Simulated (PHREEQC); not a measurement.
A made-up water analysis in mg/L, 45 °C, pH 2.38, pe 11.6:

| constituent | mg/L |
|---|---|
| Na | 243 |
| K | 233 |
| Ca | 446 |
| Mg | 26.3 |
| Cl | 61.4 |
| S(6) as SO4 | 2340 |
| Fe(3) | 0.468 |
| Zn | 5.98 |

Cl is adjusted to close the charge balance.
Valence states are taken as typed.

Computed with PHREEQC (ion-association model, phreeqc.dat).

| Quantity | Result |
|---|---|
| ionic strength | 0.0584 mol/kgw |
| specific conductance | 7500 µS/cm |
| density | 0.993 g/cm³ |
| total alkalinity | -10.1 meq/kg |

```
species  molality  activity   log γ
-------  --------  --------  ------
SO4-2      0.0142   0.00610  -0.367
Na+        0.0103   0.00830  -0.092
Ca+2      0.00712   0.00314  -0.355
K+        0.00565   0.00450  -0.099
H+        0.00495   0.00417  -0.074
HSO4-     0.00490   0.00395  -0.094
CaSO4     0.00386   0.00392   0.006
Cl-       0.00244   0.00195  -0.098
MgSO4    0.000553  0.000560   0.006
Mg+2     0.000533  0.000242  -0.343
NaSO4-   0.000351  0.000286  -0.089
KSO4-    0.000328  0.000267  -0.089
CaHSO4+  0.000185  0.000149  -0.094
Zn+2      5.15e-5   2.22e-5  -0.365
ZnSO4     3.62e-5   3.67e-5   0.006
```

No solid was allowed to form. The solution is supersaturated, for example in Hematite (slow to form), Goethite (slow to form), so a real one may precipitate; this is no full list. Complexes and solids missing from the database can't appear. At this temperature some constants are extrapolated from 25 °C, and those without enthalpy data are left unchanged.
